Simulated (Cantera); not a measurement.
# Low-pressure radical oxidation in H2/O2

An isothermal, constant-pressure homogeneous reactor starts with 5.48 % H2, 94.5 % O2, at 1450 K and 0.0310 bar.

Model: the H2/O2 subset of GRI-Mech 3.0, which has no nitrogen chemistry, integrated in Cantera. Radical loss at walls, strong at low pressure, is not modelled. The temperature is held fixed by assumption; the heat of reaction is taken as removed at once.

```
t (s)         x H2   x O2    x H2O       x O       x H   x H2O2    x HO2
--------  --------  -----  -------  --------  --------  -------  -------
0.000300    0.0505  0.942  0.00302   0.00214  0.000874  1.92e-8  2.89e-6
0.000949  0.000985  0.899   0.0473    0.0391   0.00604  1.07e-7  4.09e-6
0.00300   0.000878  0.905   0.0483    0.0345   0.00503  1.04e-7  3.95e-6
0.00949   0.000628  0.916   0.0505    0.0239   0.00293  9.55e-8  3.50e-6
0.0300    0.000263  0.932   0.0535   0.00964  0.000758  6.97e-8  2.35e-6
0.0949     5.43e-5  0.941   0.0553   0.00194   6.89e-5  3.34e-8  8.90e-7
0.300      8.01e-6  0.943   0.0560  0.000284   3.88e-6  1.12e-8  2.22e-7
0.949      1.34e-6  0.943   0.0562   4.74e-5   2.65e-7  3.45e-9  1.01e-7
3.00       3.87e-7  0.944   0.0563   1.37e-5   4.15e-8  1.63e-9  1.22e-7
```
x: mole fraction; the columns are a selection and need not sum to one.

Equilibrium at this temperature and pressure: H2 3.14e-7, O2 0.944, H2O 0.0563, O 1.12e-5, H 3.03e-8, H2O2 1.48e-9, HO2 1.30e-7 (gas phase only).
